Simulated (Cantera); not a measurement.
Input: 1 mol CH3F, 0.15 mol H2, held at 2725 K and 0.000970 bar.

Cantera equilibrium calculation (NASA polynomials, part measured and part estimated; ideal gas, pure solids and liquids). Rates play no part.

```
species             before     after
----------------  --------  --------
H                    0.576     0.621
HF                   0.313     0.192
C3                  0.0126    0.0620
H2                  0.0826    0.0130
F                  0.00780    0.0591
C                  0.00292    0.0346
C2                 0.00121    0.0119
C4H2               2.28e-5   1.93e-6
C2H2 (acetylene)   0.00213  0.000245
CF                0.000479   0.00382
C4                 1.80e-5  0.000119
C5                 9.22e-5  0.000344
CH                 1.94e-5   5.32e-5
C(graphite), mol     0.839         0
```
Gas species are given as mole fractions.

Question: Name the change that produced these shifts.
A) CH3F replaced by CF4
B) temperature from 2725 K to 3023.15 K
C) pressure from 0.000970 bar to 0.00940 bar
D) temperature from 2725 K to 2750 K

Answer: B, temperature from 2725 K to 3023.15 K
